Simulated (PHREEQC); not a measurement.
0.02 g of hydrous ferric oxide (600 m²/g; 0.2 weak and 0.005 strong sites per Fe, Dzombak-Morel constants, diffuse double layer) in 1 kg of water with 0.3 mol/kgw of an inert sodium salt and 8.1e-05 mmol/kgw Ag2SO4, at 25 °C; the pH is set by adding NaOH or the inert anion's acid. Oxygen is held at 0.21 atm. No CO2 enters from the air. Precipitation was switched off in this run.

Base run: PHREEQC, ion-association model, wateq4f.dat. Each further column changes one thing. The table gives Ag sorbed (%).

```
pH   base  no electrostatic term (-no_edl)  background salt from 0.3 to 0.03 mol/kgw  oxide from 0.02 to 0.1 g/kgw  1.7e-05 mol/kgw CaCl2 added
---  ----  -------------------------------  ----------------------------------------  ----------------------------  ---------------------------
3     0.0                              0.0                                       0.0                           0.0                          0.0
3.5   0.0                              0.0                                       0.0                           0.0                          0.0
4.5   0.0                              0.0                                       0.0                           0.0                          0.0
5     0.0                              0.0                                       0.1                           0.2                          0.0
5.5   0.2                              0.0                                (withheld)                           1.0                          0.2
6.5   3.2                              0.7                                (withheld)                          14.0                          3.1
7    10.1                              5.0                                      12.1                          36.1                          9.8
7.5  26.7                             22.7                                (withheld)                          65.0                   (withheld)
8.5  77.3                             75.8                                      79.8                          94.9                         62.5
9    91.1                             86.4                                      92.4                          98.3                         67.6
```

Fill in the missing entries.


- 5.5, background salt from 0.3 to 0.03 mol/kgw: 0.4
- 6.5, background salt from 0.3 to 0.03 mol/kgw: 4.1
- 7.5, background salt from 0.3 to 0.03 mol/kgw: 29.9
- 7.5, 1.7e-05 mol/kgw CaCl2 added: 25.3

The oxide is taken as insoluble; below pH 4 it would dissolve.
